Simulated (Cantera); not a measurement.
## Reactions in the system C-Cu-F

Cantera with NASA thermochemical tables; ideal gases at 1 bar, condensed phases pure. Values are per mole of reaction as written; species without (g) are pure solids or liquids, kept so even where they would boil at 1 bar. The tables' values for C2F4 are old estimates.

Cu + 2 CF3(g) → CuF2(g) + C2F4(g)

```tsv
T (K)	ΔH° (kJ)	ΔS° (J/K)	ΔG° (kJ)	log10 K	condensed phases
1325	13.0	2.8	9.3	-0.37	Cu(s)
1350	12.8	2.6	9.2	-0.36	Cu(s)
1375	-0.6	-7.2	9.3	-0.35	Cu(l)
1400	-0.8	-7.3	9.5	-0.35	Cu(l)
1425	-1.0	-7.5	9.7	-0.35	Cu(l)
```

CuF2 → 2 F(g) + Cu

```csv
T (K),ΔH° (kJ),ΔS° (J/K),ΔG° (kJ),log10 K,condensed phases
1325,626.6,205.9,353.7,-13.95,"CuF2(l), Cu(s)"
1350,625.9,205.4,348.6,-13.49,"CuF2(l), Cu(s)"
1375,638.4,214.6,343.3,-13.04,"CuF2(l), Cu(l)"
1400,637.8,214.2,337.9,-12.61,"CuF2(l), Cu(l)"
1425,637.2,213.7,332.6,-12.19,"CuF2(l), Cu(l)"
```
